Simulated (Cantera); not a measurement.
Feed: 1 mol Si, 1.2 mol HF, 6.6 mol H2, at 0.0133 bar.

Cantera equilibrium calculation (NASA polynomials, part measured and part estimated; ideal gas, pure solids and liquids). Candidate condensed phases: Si; 25 gas species. Rates play no part.

Over these rows the condensed part is Si(s). Partial pressures as log10 of bar:

```tsv
T (K)	1000/T (1/K)	log p HF	log p H2	log p SiF4
873	1.1455	-7.43	-1.89	-3.29
923	1.0834	-7.01	-1.89	-3.30
973	1.0277	?	-1.89	-3.30
1023	0.9775	-6.29	-1.89	-3.30
1073	0.9320	-5.98	-1.89	-3.30
1123	0.8905	-5.71	-1.89	-3.31
```

Fit log p(HF) = a + b·(1000/T) to the five rows, give the apparent enthalpy, and predict the row at 973 K.

Means: 1000/T = 1.0058, log p = -6.484. Sxy = -0.304901, Sxx = 0.0450793, so b = -6.76 and a = -6.484 − (-6.76)×1.0058 = 0.32.
Apparent enthalpy: −19.145 × (-6.76) = 129 kJ/mol. With the condensed phases at unit activity, 1/2 H2(g) + 1/4 SiF4(g) = HF(g) + 1/4 Si(s) links this pressure to the main gases: over the six rows their terms move log p by -0.01 in all, so the slope is close to that reaction's ΔH°. The five rows lie within 0.01 of the line.
Prediction at 973 K: 0.32 + (-6.76)×1.0277 = -6.63. The computed value is -6.63, 0.00 from the line.
